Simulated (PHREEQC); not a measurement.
Make-up at 60 °C: 0.00072 mol/kgw FeCl3, 1.7e-05 mol/kgw Na2SeO4, 1.2e-05 mol/kgw NaF and 0.00087 mol/kgw NaCl. Closed to the air; pH follows from the charge balance.

The numbers come from PHREEQC with the ion-association model, wateq4f.dat.

The pH comes out as 3.02. The ionic strength is 0.00349 mol/kgw and the total alkalinity is -1.44 meq/kg.

```
species     molality  activity   log γ
----------  --------  --------  ------
Cl-          0.00303   0.00282  -0.030
H+           0.00103  0.000963  -0.027
Na+         0.000916  0.000856  -0.030
FeOH+2      0.000361  0.000275  -0.117
Fe(OH)2+    0.000332  0.000311  -0.029
SeO4-2       1.57e-5   1.19e-5  -0.120
Fe+3         1.15e-5   6.50e-6  -0.247
FeF+2        9.82e-6   7.50e-6  -0.117
FeCl+2       1.96e-6   1.50e-6  -0.117
Fe2(OH)2+4   1.68e-6   5.60e-7  -0.478
HSeO4-       1.34e-6   1.25e-6  -0.030
HF           1.27e-6   1.27e-6   0.000
F-           4.83e-7   4.51e-7  -0.030
FeF2+        2.09e-7   1.95e-7  -0.029
Fe(OH)3      1.62e-7   1.63e-7   0.000
Fe3(OH)4+5   1.13e-8   2.02e-9  -0.747
```

Precipitation was switched off in this run. Saturation is exceeded, for instance for Hematite (slow to form), Goethite (slow to form); the values hold only as long as no solid forms. Species that the database lacks are ignored. Away from 25 °C the constants follow the database's enthalpies or fits; those with neither stay at their 25 °C values. Fluoro complexes past AlF4- and FeF3 are missing from the database.
